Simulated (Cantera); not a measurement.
Charge: 1 mol Al, 0.2 mol H₂O, 4.8 mol N₂, 1.7 mol HCl, at 0.133 bar.

Cantera equilibrium calculation (NASA polynomials, part measured and part estimated; ideal gas, pure solids and liquids). Candidate condensed phases: Al, AlCl₃, AlN, Al₂O₃, H₂O, NH₄Cl; 45 gas species. Mutual solubility and eutectic melting of coexisting phases are not modelled. Rates play no part.

Over these rows the condensed part is AlN(s) + Al₂O₃(s). Partial pressures as log10 of bar:

| T (K) | 1000/T (1/K) | log p AlCl | log p N₂ | log p H₂ | log p AlCl₃ | log p HCl |
|---|---|---|---|---|---|---|
| 1148 | 0.8711 | -7.63 | -1.01 | -1.74 | -2.03 | -2.09 |
| 1198 | 0.8347 | ? | -1.01 | -1.74 | -2.03 | -2.10 |
| 1248 | 0.8013 | -6.37 | -1.01 | -1.74 | -2.03 | -2.10 |
| 1298 | 0.7704 | -5.81 | -1.01 | -1.73 | -2.03 | -2.11 |
| 1348 | 0.7418 | -5.29 | -1.01 | -1.73 | -2.02 | -2.11 |
| 1398 | 0.7153 | -4.81 | -1.01 | -1.73 | -2.02 | -2.12 |

Question: Fit log p(AlCl) = a + b·(1000/T) to the five rows, give the apparent enthalpy, and predict the row at 1198 K.

Answer: Means: 1000/T = 0.7800, log p = -5.982. Sxy = -0.262311, Sxx = 0.0144904, so b = -18.10 and a = -5.982 − (-18.10)×0.7800 = 8.14.
Apparent enthalpy: −19.145 × (-18.10) = 347 kJ/mol. With the condensed phases at unit activity, 2/3 AlN(s) + 1/3 AlCl₃(g) = AlCl(g) + 1/3 N₂(g) links this pressure to the main gases: over the six rows their terms move log p by +0.00 in all, so the slope is close to that reaction's ΔH°. The five rows lie within 0.01 of the line.
Prediction at 1198 K: 8.14 + (-18.10)×0.8347 = -6.97. The computed value is -6.97, 0.00 from the line.
